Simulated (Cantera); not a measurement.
A closed system holds: 1 mol CH2F2, 0.015 mol CH4, equilibrated at 1827 °C and 10.0 mbar.

These are equilibrium values from Cantera (NASA tables, ideal gas, pure condensed phases), not measurements of a reactor. Kinetics and transport are ignored.

```
species             before     after
----------------  --------  --------
HF                   0.983     0.982
H2                  0.0130    0.0125
H                  0.00356   0.00471
F                 0.000162  0.000269
C2H2 (acetylene)   1.88e-5   2.42e-5
C(graphite), mol      1.01      1.01
```
Gas species are given as mole fractions.

Problem. What was changed between the two runs?
A) temperature from 1827 °C to 2175 °C
B) temperature from 1827 °C to 2350 °C
C) temperature from 1827 °C to 2800 °C
D) temperature from 1827 °C to 1877 °C

Solution. D, temperature from 1827 °C to 1877 °C
